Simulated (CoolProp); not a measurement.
Properties of methane along the isotherm -111.95 °C.

Computed with CoolProp (reference Helmholtz-energy equation of state, Setzmann 1991).

| p (kPa) | phase | density (kg/m³) | cp (kJ/(kg K)) | speed of sound (m/s) |
|---|---|---|---|---|
| 1530 | gas | 23.59 | 3.193 | 288.5 |
| 3070 | liquid | 338.5 | 4.297 | 821.1 |
| 4600 | liquid | 343.3 | 4.135 | 860.5 |
| 6130 | liquid | 347.6 | 4.011 | 895.3 |
| 7670 | liquid | 351.4 | 3.912 | 927.0 |
| 9200 | liquid | 355.0 | 3.832 | 955.9 |
| 10700 | liquid | 358.1 | 3.766 | 982.1 |
| 12300 | liquid | 361.3 | 3.705 | 1008 |
| 13800 | liquid | 364.1 | 3.656 | 1031 |
| 15300 | liquid | 366.7 | 3.613 | 1053 |
| 16900 | liquid | 369.3 | 3.573 | 1075 |
| 18400 | liquid | 371.7 | 3.539 | 1095 |
| 19900 | liquid | 373.9 | 3.509 | 1114 |
| 21500 | liquid | 376.2 | 3.479 | 1133 |
| 23000 | liquid | 378.3 | 3.454 | 1151 |
